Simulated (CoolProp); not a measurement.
A single-stage vapour-compression cycle with the fluid: evaporating at 315.15 K (dew point), condensing at 357.15 K (bubble point), superheat 8 K, subcooling 8 K, compressor efficiency 0.8, no pressure losses. The same conditions are run with several fluids, on thermodynamics alone (safety and materials aside).

Model: reference Helmholtz-energy equation of state of each fluid (n-butane: Bücker 2006; isobutane: Bücker 2006; vinyl chloride: Thol 2022; chloromethane (R40): Thol 2014; n-heptane: Span 2003; n-perfluoropentane: Gao 2022), in CoolProp.

| fluid | cooling COP | pressure ratio | discharge temperature (K) | refrigerating effect (kJ/kg) | volumetric capacity (kJ/m³) |
|---|---|---|---|---|---|
| n-butane | 5.11 | 2.76 | 361.8 | 268 | 2570 |
| isobutane | 4.93 | 2.60 | 361.8 | 233 | 3220 |
| vinyl chloride | 5.23 | 2.65 | 386.9 | 259 | 4240 |
| chloromethane (R40) | 5.09 | 2.59 | 401.9 | 302 | 6000 |
| n-heptane | 5.39 | 4.83 | 357.1 | 288 | 146 |
| n-perfluoropentane | 4.60 | 3.34 | 357.1 | 55.5 | 1010 |

The compression ends wet for: n-heptane; n-perfluoropentane.
